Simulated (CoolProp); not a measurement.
Vapour-liquid equilibrium of n-butane (1) + trans-2-butene (2) at 14.2 bar; x and y are mole fractions of (1).

Model: multi-fluid Helmholtz-energy mixture model, Bücker 2006 and Lemmon 2005; pair parameters Bell 2016, in CoolProp.

```
x      bubble temperature (°C)  y at the bubble point  dew temperature at overall composition x (°C)  liquid density (mol/L)
-----  -----------------------  ---------------------  ---------------------------------------------  ----------------------
0.05                      96.8                  0.052                                           96.8                   8.806
0.125                     96.6                  0.129                                           96.6                   8.750
0.2                       96.4                  0.205                                           96.4                   8.695
0.275                     96.3                  0.280                                           96.3                   8.641
0.35                      96.2                  0.354                                           96.2                   8.587
0.425                     96.1                  0.428                                           96.1                   8.535
0.5                       96.1                  0.501                                           96.1                   8.482
0.575                     96.0                  0.575                                           96.0                   8.431
0.65                      96.1                  0.649                                           96.1                   8.380
0.725                     96.1                  0.723                                           96.1                   8.329
0.8                       96.1                  0.798                                           96.1                   8.280
0.875                     96.2                  0.874                                           96.2                   8.230
0.95                      96.3                  0.949                                           96.3                   8.181
```

y crosses x between x = 0.575 and 0.65: the model has an azeotrope there.

The pair parameters rest on a limited set of measurements; away from them the model extrapolates.
